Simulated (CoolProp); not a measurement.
Vapour-liquid equilibrium of R143a (1) + R134a (2) at -24.35 °C; x and y are mole fractions of (1).

Values from CoolProp's multi-fluid Helmholtz-energy mixture model, Lemmon and Jacobsen 2000 and Tillner-Roth 1994; pair parameters Lemmon 2004.

```csv
x,"bubble pressure, mixture model (MPa)","bubble pressure, Raoult's law (MPa)","y, mixture model","y, Raoult's law"
0.05,___,0.1175,___,0.114
0.2,0.1406,0.1413,___,0.379
0.35,___,0.1650,0.554,0.568
0.5,0.1878,0.1888,___,0.710
0.65,0.2116,0.2126,0.808,0.820
0.8,___,0.2363,0.900,0.907
0.95,0.2598,0.2601,___,0.979
```

Problem. Complete the blanks.

Solution. 
- 0.05, bubble pressure, mixture model (MPa): 0.1173
- 0.05, y, mixture model: 0.109
- 0.2, y, mixture model: 0.368
- 0.35, bubble pressure, mixture model (MPa): 0.1642
- 0.5, y, mixture model: 0.696
- 0.8, bubble pressure, mixture model (MPa): 0.2356
- 0.95, y, mixture model: 0.977

The largest gap from Raoult's law is -0.5 % in bubble pressure, at x = 0.35. No azeotrope shows between x = 0.05 and 0.95.

The pair parameters rest on a limited set of measurements; away from them the model extrapolates.
